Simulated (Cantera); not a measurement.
Cantera run:

```python
import numpy as np
import cantera as ct

gas_names = [...]  # 151 gases of nasa_gas.yaml made of C, H, N, O, Si
cond_names = """
    C(gr) C6H6(L) C7H8(L) C8H18(L),n-octa H2O(s) H2O(L) Si(cr) Si(L) SiC(b) SiO2(Lqz) SiO2(hqz) SiO2(L)
    Si2N2O(s) Si3N4(a)
""".split()


# ... load() reads the species with a 1 bar reference pressure and builds the phases ...
atoms = {
    'HMDSO': {'Si': 2, 'C': 6, 'H': 18, 'O': 1},
    'O2': {'O': 2},
    'N2': {'N': 2},
}
top_T = {'C(gr)': 4500, 'SiC(b)': 3050, 'Si2N2O(s)': 2100, 'Si3N4(a)': 2400}  # K; cautious upper limits of use, not melting points


# ... equilibrate(T, P, feed) seeds the gas with the atoms and calls Mixture.equilibrate('TP', solver="vcs", rtol=1e-11, max_steps=5000) ...
results = []
feed = {'HMDSO': 1, 'O2': 2.7, 'N2': 0.0042}  # mol
P = 10000  # Pa
for T in [1098, 1148, 1198, 1248, 1298, 1348, 1398, 1448, 1498, 1548, 1598, 1648]:
    mix = equilibrate(T, P, feed)
    results.append((T, P, feed, dict(zip(mix.species_names, mix.species_moles))))
    x = sorted(zip(gas.X, gas.species_names), reverse=True)
    print(f"T = {T:g} K  P = {P:g} Pa  gas = {mix.phase_moles(0):.4g} mol")
    print("   x: " + "  ".join(f"{s} {v:.3e}" for v, s in x if v > 0.0001))
    print("   condensed (mol): " + ("  ".join(f"{mix.phase(i).name} {mix.phase_moles(i):.4g}"
          for i in range(1, mix.n_phases) if mix.phase_moles(i) > 1e-12) or "none"))
```

Output:

```
T = 1098 K  P = 10000 Pa  gas = 11.36 mol
   x: H2 7.864e-01  CO 2.090e-01  CH4 2.260e-03  H2O 1.511e-03  CO2 3.989e-04  N2 3.694e-04
   condensed (mol): C(gr) 3.596  SiO2(hqz) 2
T = 1148 K  P = 10000 Pa  gas = 11.38 mol
   x: H2 7.874e-01  CO 2.098e-01  CH4 1.475e-03  H2O 7.941e-04  N2 3.687e-04  CO2 1.791e-04
   condensed (mol): C(gr) 3.594  SiO2(hqz) 2
T = 1198 K  P = 10000 Pa  gas = 11.39 mol
   x: H2 7.880e-01  CO 2.102e-01  CH4 9.957e-04  H2O 4.396e-04  N2 3.681e-04
   condensed (mol): C(gr) 3.595  SiO2(hqz) 2
T = 1248 K  P = 10000 Pa  gas = 11.39 mol
   x: H2 7.883e-01  CO 2.103e-01  CH4 6.928e-04  N2 3.675e-04  H2O 2.550e-04
   condensed (mol): C(gr) 3.595  SiO2(hqz) 2
T = 1298 K  P = 10000 Pa  gas = 11.4 mol
   x: H2 7.886e-01  CO 2.104e-01  CH4 4.954e-04  N2 3.667e-04  H2O 1.542e-04
   condensed (mol): C(gr) 3.596  SiO2(hqz) 2
T = 1348 K  P = 10000 Pa  gas = 11.4 mol
   x: H2 7.887e-01  CO 2.104e-01  N2 3.656e-04  CH4 3.629e-04
   condensed (mol): C(gr) 3.597  SiO2(hqz) 2
T = 1398 K  P = 10000 Pa  gas = 11.4 mol
   x: H2 7.888e-01  CO 2.104e-01  N2 3.642e-04  CH4 2.718e-04
   condensed (mol): C(gr) 3.597  SiO2(hqz) 2
T = 1448 K  P = 10000 Pa  gas = 11.4 mol
   x: H2 7.888e-01  CO 2.105e-01  N2 3.621e-04  CH4 2.076e-04
   condensed (mol): C(gr) 3.597  SiO2(hqz) 1.999
T = 1498 K  P = 10000 Pa  gas = 11.53 mol
   x: H2 7.804e-01  CO 2.186e-01  SiO 4.248e-04  N2 3.555e-04  CH4 1.580e-04
   condensed (mol): C(gr) 3.421  SiC(b) 0.05736  SiO2(hqz) 1.938
T = 1548 K  P = 10000 Pa  gas = 13.83 mol
   x: H2 6.507e-01  CO 3.475e-01  SiO 1.252e-03  N2 2.953e-04
   condensed (mol): SiC(b) 1.194  SiO2(hqz) 0.7887
T = 1598 K  P = 10000 Pa  gas = 13.88 mol
   x: H2 6.483e-01  CO 3.471e-01  SiO 3.978e-03  N2 2.955e-04  H 1.355e-04
   condensed (mol): SiC(b) 1.182  SiO2(hqz) 0.7632
T = 1648 K  P = 10000 Pa  gas = 14.03 mol
   x: H2 6.415e-01  CO 3.461e-01  SiO 1.177e-02  N2 2.933e-04  H 2.255e-04
   condensed (mol): SiC(b) 1.145  SiO2(hqz) 0.6899
```

These are equilibrium values from Cantera (NASA tables, ideal gas, pure condensed phases), not measurements of a reactor. The feed counts by its element totals alone. Mutual solubility and eutectic melting of coexisting phases are not modelled. The tables hold silica as quartz up to 1696 K and as liquid above; real silica turns to tridymite and cristobalite and melts near 1996 K.
